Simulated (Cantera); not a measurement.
## Thermodynamics of aluminium nitride and oxide growth, feed Al + H2O + N2

Input: 1 mol Al, 0.29 mol H2O, 97 mol N2, held at 1423.15 K and 0.00420 bar.

Equilibrium computed with Cantera from the NASA thermochemical tables; the gas is ideal and each condensed phase is pure. Candidate condensed phases: Al, AlN, Al2O3, H2O; 35 gas species. Mutual solubility and eutectic melting of coexisting phases are not modelled. The numbers say what is thermodynamically allowed, not how fast it happens.

```yaml
x(N2): 0.997
x(H2): 0.00299
x(H): 5.62e-6
n(AlN(s)): 0.807 mol
n(Al2O3(s)): 0.0967 mol
gas_amount: 96.89 mol
log10 activity of Al(l) (absent): -4.76
```
